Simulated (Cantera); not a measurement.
A closed system holds: 1 mol CH2F2, 0.7 mol CH4, 0.36 mol H2, 0.021 mol F2, equilibrated at 825 K and 75.0 Torr.

These are equilibrium values from Cantera (NASA tables, ideal gas, pure condensed phases), not measurements of a reactor. Candidate condensed phases: C, C6H6, C7H8, C8H18; 95 gas species. Kinetics and transport are ignored.

Base state: HF 0.549, H2 0.434, CH4 0.0170 (mole fractions); condensed: C(graphite).

**Question.** What changes in the equilibrium state with this change: temperature from 825 K to 2798 K?

**Answer.** 
| species | before | after |
|---|---|---|
| HF | 0.549 | 0.498 |
| H2 | 0.434 | 0.339 |
| H | <1e-9 | 0.150 |
| C2H2 (acetylene) | <1e-9 | 0.0112 |
| CH4 | 0.0170 | 1.13e-6 |
| F | <1e-9 | 0.000919 |
| C2H | <1e-9 | 0.000623 |
| C3 | <1e-9 | 0.000308 |
| C(graphite), mol | 1.64 | 1.60 |
